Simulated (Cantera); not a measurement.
A freely propagating, adiabatic, planar premixed flame of 19.0 % H2, 13.0 % O2, 49.0 % N2, 19.0 % H2O, equivalence ratio 0.73, unburnt at 400 K and 760 Torr; mixture-averaged transport, grid criteria slope 0.08 and curve 0.16, no radiation.

Cantera simulation using the H2/O2 subset of GRI-Mech 3.0, which has no nitrogen chemistry; the numbers are that mechanism's predictions, not measurements. Burning velocities carry a grid error of a few per cent, more on coarse grids.

### Question
Predict: laminar burning velocity; thermal thickness; peak x(H2O2); peak x(OH); peak x(O).

### Answer
laminar burning velocity: 77.9 cm/s
thermal thickness: 0.438 mm
peak x(H2O2): 9.84e-5
peak x(OH): 0.00520
peak x(O): 0.00203
